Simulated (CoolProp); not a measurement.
Vapour-liquid equilibrium of R134a (1) + R123 (2) at 193 kPa; x and y are mole fractions of (1).

The numbers come from the multi-fluid Helmholtz-energy mixture model, Tillner-Roth 1994 and Younglove 1994; pair parameters Bell 2016 in CoolProp.

Give the bubble temperature and the first vapour's composition at x = 0.05, 0.5, 0.95. Is there an azeotrope?

x = 0.05: 310.9 K, y = 0.279; x = 0.5: 274.8 K, y = 0.891; x = 0.95: 263.3 K, y = 0.990. No azeotrope shows between x = 0.05 and 0.95.

The pair parameters rest on a limited set of measurements; away from them the model extrapolates.
